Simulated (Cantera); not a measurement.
## Ignition delay

Mixture: 15.9 % CH4, 17.6 % O2, 66.5 % N2, equivalence ratio 1.8, at 5.00 bar, adiabatic and at constant pressure. Ignition delay is the time to a rise of 400 K.

Model: GRI-Mech 3.0 (53 species, 325 reactions), integrated in Cantera.

```json
[
 {"T0 (K)": "1200", "delay (ms)": "13.8"},
 {"T0 (K)": "1250", "delay (ms)": "7.32"},
 {"T0 (K)": "1300", "delay (ms)": "3.99"},
 {"T0 (K)": "1350", "delay (ms)": "2.23"},
 {"T0 (K)": "1400", "delay (ms)": "1.28"},
 {"T0 (K)": "1450", "delay (ms)": "0.744"},
 {"T0 (K)": "1500", "delay (ms)": "0.442"},
 {"T0 (K)": "1550", "delay (ms)": "0.268"}
]
```

| Quantity | Value |
|---|---|
| apparent activation energy between 1450 and 1550 K | 190 kJ/mol |
